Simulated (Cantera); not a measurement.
**Premixed flame**

A freely propagating, adiabatic, planar premixed flame of CH3OH : O2 : N2 = 1 : 1.07 : 4.03 (molar parts), equivalence ratio 1.4, unburnt at 323 K and 0.120 bar; mixture-averaged transport, grid criteria slope 0.08 and curve 0.16, no radiation.

Detailed kinetics in Cantera: GRI-Mech 3.0 (53 species, 325 reactions). GRI-Mech 3.0 was tuned for natural gas; its chemistry of methanol as a main component is partial and can be far from experiment. Burning velocities carry a grid error of a few per cent, more on coarse grids.

```
z (mm)  T (K)  u (m/s)   x CH3OH     x O2     x CH3     x NO   x C2H4     x CH4
------  -----  -------  --------  -------  --------  -------  -------  --------
-5.62     323    0.696     0.163    0.175     <1e-8    <1e-8    <1e-8   3.03e-8
-3.74     325    0.704     0.162    0.174     <1e-8    <1e-8    <1e-8   4.39e-7
-2.81     335    0.730     0.161    0.172     <1e-8    <1e-8  1.03e-8   2.50e-6
-1.87     423    0.944     0.154    0.163     <1e-8    <1e-8  1.73e-7   2.13e-5
-0.936    864     2.03     0.111    0.125   1.02e-6  1.31e-7  1.89e-6  0.000128
-0.468   1256     3.07    0.0605   0.0881   3.68e-5  4.39e-7  4.37e-6  0.000240
0        1622     4.12    0.0109   0.0518  0.000357  9.62e-7  7.60e-6  0.000321
0.468    1750     4.49  0.000290   0.0299  0.000216  1.48e-6  3.12e-6  0.000150
0.936    1778     4.55   1.80e-6   0.0165   2.89e-5  1.88e-6  3.29e-7   2.93e-5
1.87     1802     4.59     <1e-8  0.00639   4.75e-7  2.38e-6    <1e-8   5.25e-7
3.74     1821     4.61     <1e-8  0.00355     <1e-8  2.93e-6    <1e-8     <1e-8
7.49     1840     4.64     <1e-8  0.00295     <1e-8  3.58e-6    <1e-8     <1e-8
15.0     1866     4.70     <1e-8  0.00248     <1e-8  4.59e-6    <1e-8     <1e-8
```
x: mole fraction of selected species; z is measured from the peak of heat release.

```yaml
laminar_burning_velocity: 69.4 cm/s
thermal_thickness: 1.87 mm
peak x(CH3): 0.000407
peak x(C2H4): 7.62e-6
peak x(CH4): 0.000323
grid_points: 148
```
